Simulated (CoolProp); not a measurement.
Vapour-liquid equilibrium of R152A (1) + R227EA (2) at 0.00338 MPa; x and y are mole fractions of (1).

Values from CoolProp's multi-fluid Helmholtz-energy mixture model, Outcalt 1996 and Lemmon 2016; pair parameters Bell 2016.

Question: Give the bubble temperature and the first vapour's composition at x = 0.05, 0.2, 0.35. Is there an azeotrope?

Answer: x = 0.05: 198.8 K, y = 0.071; x = 0.2: 197.7 K, y = 0.300; x = 0.35: 196.3 K, y = 0.504. No azeotrope shows between x = 0.05 and 0.95.

The pair parameters rest on a limited set of measurements; away from them the model extrapolates. The gap from Raoult's law changes sign with composition, which may be real or a fault of the pair parameters; it wasn't checked against measurements.
